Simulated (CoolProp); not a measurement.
Vapour-liquid equilibrium of CH2F2 (R32) (1) + fluoroethane (R161) (2) at 202.8 K; x and y are mole fractions of (1).

The numbers come from the multi-fluid Helmholtz-energy mixture model, Tillner-Roth 1997 and Wu 2012; pair parameters Bell 2016 in CoolProp.

| x | bubble pressure (MPa) | y at the bubble point | dew pressure at overall composition x (MPa) | liquid density (mol/L) |
|---|---|---|---|---|
| 0.05 | 0.01840 | 0.126 | 0.01746 | 18.17 |
| 0.125 | 0.02041 | 0.270 | 0.01838 | 18.53 |
| 0.2 | 0.02218 | 0.379 | 0.01939 | 18.90 |
| 0.275 | 0.02377 | 0.468 | 0.02049 | 19.29 |
| 0.35 | 0.02521 | 0.543 | 0.02169 | 19.70 |
| 0.425 | 0.02656 | 0.609 | 0.02298 | 20.12 |
| 0.5 | 0.02783 | 0.668 | 0.02438 | 20.57 |
| 0.575 | 0.02904 | 0.724 | 0.02587 | 21.04 |
| 0.65 | 0.03020 | 0.776 | 0.02743 | 21.54 |
| 0.725 | 0.03134 | 0.826 | 0.02906 | 22.07 |
| 0.8 | 0.03244 | 0.875 | 0.03074 | 22.62 |
| 0.875 | 0.03352 | 0.923 | 0.03244 | 23.21 |
| 0.95 | 0.03459 | 0.969 | 0.03415 | 23.84 |

No azeotrope shows between x = 0.05 and 0.95.

Pair parameters are fitted to limited data, so mixtures are less certain than the pure fluids.
